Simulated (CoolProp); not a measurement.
A closed Brayton cycle with nitrogen: compressor inlet 324.15 K and 2 MPa, high pressure 4.96 MPa, turbine inlet 965 K, compressor efficiency 0.8, turbine efficiency 0.93, recuperator effectiveness 0.9 (on enthalpy, no pinch check). Each further row changes one setting.

Values from CoolProp's reference Helmholtz-energy equation of state, Span 2000.

```json
[
 {"case": "as stated", "thermal efficiency (%)": "36.1", "net work (kJ/kg)": "92.3", "compressor to turbine work": "0.58", "compressor exit (K)": "444.5", "turbine exit (K)": "775.6"},
 {"case": "turbine inlet 915 K", "thermal efficiency (%)": "33.7", "net work (kJ/kg)": "80.8", "compressor to turbine work": "0.61", "compressor exit (K)": "444.5", "turbine exit (K)": "733.8"},
 {"case": "compressor inlet 334.15 K", "thermal efficiency (%)": "34.7", "net work (kJ/kg)": "88.3", "compressor to turbine work": "0.60", "compressor exit (K)": "458.0", "turbine exit (K)": "775.6"},
 {"case": "high pressure 4.22 MPa", "thermal efficiency (%)": "36.2", "net work (kJ/kg)": "82.0", "compressor to turbine work": "0.55", "compressor exit (K)": "420.8", "turbine exit (K)": "806.6"},
 {"case": "recuperator effectiveness 0.5", "thermal efficiency (%)": "23.1", "net work (kJ/kg)": "92.3", "compressor to turbine work": "0.58", "compressor exit (K)": "444.5", "turbine exit (K)": "775.6"}
]
```
